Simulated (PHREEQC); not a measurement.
Consider water at 20 °C with 0.014 mol KOH and 0.0001 mol H4SiO4 per kg of water. Closed to the air; pH follows from the charge balance.

Equilibrium calculation in PHREEQC: ion-association model, phreeqc.dat.

```json
{
 "pH": "12.26",
 "ionic_strength": "0.0140 mol/kgw",
 "specific_conductance": "3100 µS/cm",
 "total_alkalinity": "14.0 meq/kg"
}
```

| species | molality | activity | log γ |
|---|---|---|---|
| K+ | 0.0140 | 0.0124 | -0.052 |
| OH- | 0.0139 | 0.0123 | -0.053 |
| H3SiO4- | 8.88e-5 | 7.88e-5 | -0.052 |
| H2SiO4-2 | 1.09e-5 | 6.89e-6 | -0.198 |
| H4SiO4 | 3.55e-7 | 3.56e-7 | 0.001 |

Precipitation was switched off in this run.
